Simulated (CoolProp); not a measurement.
The numbers come from the reference Helmholtz-energy equation of state, Lemmon 2006 in CoolProp. It is a short technical equation, of lower accuracy than the large ones.

### Question
Give the vapour pressure (bar), liquid density (kg/m³), vapour density (kg/m³), liquid cp (kJ/(kg K)) of saturated carbonyl sulfide at 5.75, 13.55, 17.45 °C.

### Answer
```json
[
 {"T (°C)": "5.75", "p (bar)": "7.69", "liquid density (kg/m³)": "1040", "vapour density (kg/m³)": "22.5", "liquid cp (kJ/(kg K))": "1.29"},
 {"T (°C)": "13.55", "p (bar)": "9.54", "liquid density (kg/m³)": "1020", "vapour density (kg/m³)": "27.8", "liquid cp (kJ/(kg K))": "1.32"},
 {"T (°C)": "17.45", "p (bar)": "10.6", "liquid density (kg/m³)": "1010", "vapour density (kg/m³)": "30.7", "liquid cp (kJ/(kg K))": "1.34"}
]
```
